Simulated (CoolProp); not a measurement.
1000 sccm (0 °C, 1 atm) of nitrogen bubbles through liquid n-hexane at 302.6 K and leaves saturated at a total pressure of 0.15 MPa (ideal gas phase). Each further row changes one setting.

Model: reference Helmholtz-energy equation of state, Thol 2019, in CoolProp.

```json
[
 {"case": "as stated", "vapour pressure (kPa)": "24.4", "mole fraction of vapour": "0.163", "delivery (mg/min)": "746", "delivery (sccm)": "194", "change of delivery for a bath 1 K warmer (%)": "5.1"},
 {"case": "bath temperature 307.6 K", "vapour pressure (kPa)": "29.9", "mole fraction of vapour": "0.200", "delivery (mg/min)": "959", "delivery (sccm)": "249", "change of delivery for a bath 1 K warmer (%)": "5.2"},
 {"case": "total pressure 0.3 MPa", "vapour pressure (kPa)": "24.4", "mole fraction of vapour": "0.0813", "delivery (mg/min)": "340", "delivery (sccm)": "88.4", "change of delivery for a bath 1 K warmer (%)": "4.7"}
]
```
